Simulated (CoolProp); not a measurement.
Vapour-liquid equilibrium of carbon dioxide (1) + carbonyl sulfide (2) at 15.4 bar; x and y are mole fractions of (1).

Model: multi-fluid Helmholtz-energy mixture model, Span 1996 and Lemmon 2006; pair parameters Bell 2016, in CoolProp.

| x | bubble temperature (K) | y at the bubble point | dew temperature at overall composition x (K) | liquid density (mol/L) |
|---|---|---|---|---|
| 0.05 | 295.6 | 0.219 | 303.5 | 16.71 |
| 0.125 | 284.0 | 0.440 | 300.1 | 17.46 |
| 0.2 | 275.6 | 0.576 | 296.6 | 18.10 |
| 0.275 | 269.5 | 0.665 | 292.9 | 18.66 |
| 0.35 | 264.9 | 0.727 | ___ | 19.18 |
| 0.425 | ___ | 0.773 | 284.8 | 19.68 |
| 0.5 | 258.3 | 0.810 | 280.4 | 20.17 |
| 0.575 | 255.8 | 0.841 | 275.7 | 20.68 |
| 0.65 | 253.7 | 0.869 | 270.6 | 21.20 |
| 0.725 | 251.7 | 0.896 | 265.0 | 21.76 |
| 0.8 | 249.9 | 0.922 | 259.1 | 22.36 |
| 0.875 | 248.2 | 0.949 | 253.2 | 23.00 |
| 0.95 | 246.5 | 0.979 | 248.1 | ___ |

Q: Fill in the missing entries.

A: 
- 0.35, dew temperature at overall composition x (K): 289.0
- 0.425, bubble temperature (K): 261.3
- 0.95, liquid density (mol/L): 23.71

No azeotrope shows between x = 0.05 and 0.95.

Pair parameters are fitted to limited data, so mixtures are less certain than the pure fluids.
